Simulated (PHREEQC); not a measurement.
A column of 0.2 m (40 cells, dispersivity 0.007 m, 3600 s a shift, diffusion coefficient 3e-10 m²/s) holds 0.026 eq of the database's cation exchanger X per kg of pore water, first in equilibrium with 0.012 mol/kgw MgCl2, 0.00097 mol/kgw Na2SO4 and 1e-05 mol/kgw HCl. It is flushed with 0.0073 mol/kgw ZnCl2, 0.0081 mol/kgw LiCl, 0.0082 mol/kgw KBr and 1e-05 mol/kgw HCl, at 25 °C. Values are for the last cell. No CO2 enters from the air. Nothing may precipitate in this run.

Base run: PHREEQC, ion-association model, phreeqc.dat. Each further column changes one thing. The table gives Zn in solution (mol/kgw).

```json
[
 {"pore volumes": "0", "base": "0", "exchange capacity from 0.026 to 0.013 eq/kgw": "0", "dispersivity from 0.007 to 0.014 m": "0"},
 {"pore volumes": "0.3875", "base": "0", "exchange capacity from 0.026 to 0.013 eq/kgw": "___", "dispersivity from 0.007 to 0.014 m": "1.20e-10"},
 {"pore volumes": "0.7625", "base": "5.00e-8", "exchange capacity from 0.026 to 0.013 eq/kgw": "9.32e-6", "dispersivity from 0.007 to 0.014 m": "___"},
 {"pore volumes": "1.137", "base": "1.54e-5", "exchange capacity from 0.026 to 0.013 eq/kgw": "0.000459", "dispersivity from 0.007 to 0.014 m": "___"},
 {"pore volumes": "1.512", "base": "0.000221", "exchange capacity from 0.026 to 0.013 eq/kgw": "0.00246", "dispersivity from 0.007 to 0.014 m": "___"},
 {"pore volumes": "1.887", "base": "0.00109", "exchange capacity from 0.026 to 0.013 eq/kgw": "___", "dispersivity from 0.007 to 0.014 m": "___"},
 {"pore volumes": "2.138", "base": "0.00226", "exchange capacity from 0.026 to 0.013 eq/kgw": "0.00625", "dispersivity from 0.007 to 0.014 m": "0.00287"},
 {"pore volumes": "2.513", "base": "0.00443", "exchange capacity from 0.026 to 0.013 eq/kgw": "0.00700", "dispersivity from 0.007 to 0.014 m": "0.00440"},
 {"pore volumes": "2.888", "base": "0.00602", "exchange capacity from 0.026 to 0.013 eq/kgw": "0.00723", "dispersivity from 0.007 to 0.014 m": "0.00558"},
 {"pore volumes": "3.263", "base": "0.00680", "exchange capacity from 0.026 to 0.013 eq/kgw": "0.00728", "dispersivity from 0.007 to 0.014 m": "0.00634"},
 {"pore volumes": "3.638", "base": "0.00712", "exchange capacity from 0.026 to 0.013 eq/kgw": "0.00730", "dispersivity from 0.007 to 0.014 m": "___"},
 {"pore volumes": "4.013", "base": "0.00724", "exchange capacity from 0.026 to 0.013 eq/kgw": "0.00730", "dispersivity from 0.007 to 0.014 m": "0.00703"}
]
```

### Question
Some entries are withheld; supply them.

### Answer

- 0.3875, exchange capacity from 0.026 to 0.013 eq/kgw: 1.47e-11
- 0.7625, dispersivity from 0.007 to 0.014 m: 4.15e-6
- 1.137, dispersivity from 0.007 to 0.014 m: 0.000130
- 1.512, dispersivity from 0.007 to 0.014 m: 0.000694
- 1.887, exchange capacity from 0.026 to 0.013 eq/kgw: 0.00512
- 1.887, dispersivity from 0.007 to 0.014 m: 0.00186
- 3.638, dispersivity from 0.007 to 0.014 m: 0.00679
